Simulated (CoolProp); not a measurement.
Vapour-liquid equilibrium of m-xylene (1) + n-decane (2) at 0.00134 MPa; x and y are mole fractions of (1).

Model: multi-fluid Helmholtz-energy mixture model, Zhou 2012 and Lemmon 2006; pair parameters Bell 2016, in CoolProp.

Question: Give the bubble temperature and the first vapour's composition at x = 0.35, 0.65, 0.95. Is there an azeotrope?

Answer: x = 0.35: 314.3 K, y = 0.740; x = 0.65: 307.2 K, y = 0.906; x = 0.95: 302.1 K, y = 0.990. No azeotrope shows between x = 0.05 and 0.95.

Pair parameters are fitted to limited data, so mixtures are less certain than the pure fluids.
